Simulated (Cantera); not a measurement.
Input: 1 mol Si3N4, 0.15 mol H2, 0.35 mol C, equilibrated at 13300 Pa.

Cantera equilibrium calculation (NASA polynomials, part measured and part estimated; ideal gas, pure solids and liquids). Candidate condensed phases: C, C6H6, C7H8, C8H18, Si, SiC, Si3N4; 105 gas species. The tables' values for SiN are old estimates; treat these amounts as uncertain. Gases not in the tables: Si2H6 and higher silanes. The numbers say what is thermodynamically allowed, not how fast it happens. All values below are at 2850 K.

Base state: N2 0.493, Si 0.352, Si2C 0.0554, H 0.0345, H2 0.0168, Si2 0.0147, SiC2 0.0135, SiN 0.00574 (mole fractions); condensed: Si(l).

### Question
What changes in the equilibrium state with this change: pressure from 13300 Pa to 101000 Pa?

### Answer
```json
[
 {"species": "N2", "before": "0.493", "after": "0.841"},
 {"species": "Si", "before": "0.352", "after": "0.0464"},
 {"species": "H2", "before": "0.0168", "after": "0.0440"},
 {"species": "Si2C", "before": "0.0554", "after": "0.0144"},
 {"species": "Si2", "before": "0.0147", "after": "0.00193"},
 {"species": "HCN", "before": "0.00344", "after": "0.0144"},
 {"species": "SiC2", "before": "0.0135", "after": "0.00697"},
 {"species": "H", "before": "0.0345", "after": "0.0203"},
 {"species": "C2H2 (acetylene)", "before": "4.08e-5", "after": "0.000419"},
 {"species": "Si3", "before": "0.00225", "after": "0.000296"},
 {"species": "C2N2", "before": "1.49e-5", "after": "9.97e-5"},
 {"species": "HNC", "before": "0.000573", "after": "0.00240"},
 {"species": "Si(l), mol", "before": "0.881", "after": "2.54"},
 {"species": "SiC(s), mol", "before": "0", "after": "0.240"}
]
```
Mutual solubility and eutectic melting of coexisting phases are not modelled.
